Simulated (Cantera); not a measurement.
A perfectly stirred reactor is fed with 40.0 % NH3, 60.0 % N2, at 100.0 Torr; it is held at 2100 K, and followed from long to short residence time.

Model: the gas-phase N/H chemistry of the illustrative SiF4/NH3 mechanism in the Surface Chemkin manual (1991), integrated in Cantera. Walls and surfaces, which speed up NH3 decomposition in real reactors, are not modelled.

One state of this run: x NH3 = 0.371; x N2 = 0.598; x N2H4 = 4.74e-8; x N2H2 = 3.97e-6; x H = 3.78e-5; x N = 5.23e-7. x: mole fraction; the columns are a selection and need not sum to one.

Q: Which value of τ (s) does it belong to?
A. 0.0061
B. 8.9
C. 0.11
D. 0.0014

A: A, 0.0061
